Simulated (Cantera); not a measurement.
Charge: 1 mol Si, 4.3 mol H2, 2.2 mol HCl, held at 1 atm.

These are equilibrium values from Cantera (NASA tables, ideal gas, pure condensed phases), not measurements of a reactor. Candidate condensed phases: Si; 19 gas species. The tables' values for SiCl3 are old estimates; treat these amounts as uncertain. Equilibrium is a limit: real reactors are often held back by kinetics, nucleation or transport. All values below are at 877 °C.

Base state: H2 0.874, SiCl4 0.0552, SiHCl3 0.0335, HCl 0.0293, SiCl3 0.00330, SiH2Cl2 0.00255, SiCl2 0.00216, SiH3Cl 5.23e-5 (mole fractions); condensed: Si(s).

### Question
What changes in the equilibrium state with this change: pressure from 1 atm to 15.0 bar?

### Answer
| species | before | after |
|---|---|---|
| H2 | 0.874 | 0.877 |
| SiHCl3 | 0.0335 | 0.0549 |
| SiCl4 | 0.0552 | 0.0433 |
| HCl | 0.0293 | 0.0141 |
| SiH3Cl | 5.23e-5 | 0.000373 |
| SiCl2 | 0.00216 | 0.000496 |
| SiH2Cl2 | 0.00255 | 0.00872 |
| Si(s), mol | 0.425 | 0.359 |
